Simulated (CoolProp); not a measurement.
Vapour-liquid equilibrium of CH2F2 (R32) (1) + methanol (2) at 279 K; x and y are mole fractions of (1).

Computed with CoolProp (multi-fluid Helmholtz-energy mixture model, Tillner-Roth 1997 and de Reuck 1993; pair parameters Bell 2016).

Problem. Give the bubble pressure and the first vapour's composition at x = 0.05, 0.35, 0.95. Is there an azeotrope?

Solution. x = 0.05: 0.1630 MPa, y = 0.964; x = 0.35: 0.6671 MPa, y = 0.991; x = 0.95: 0.9249 MPa, y = 0.998. No azeotrope shows between x = 0.05 and 0.95.

The pair parameters rest on a limited set of measurements; away from them the model extrapolates. With so large a gap from Raoult's law the liquid may split in two, which this calculation doesn't test in full.
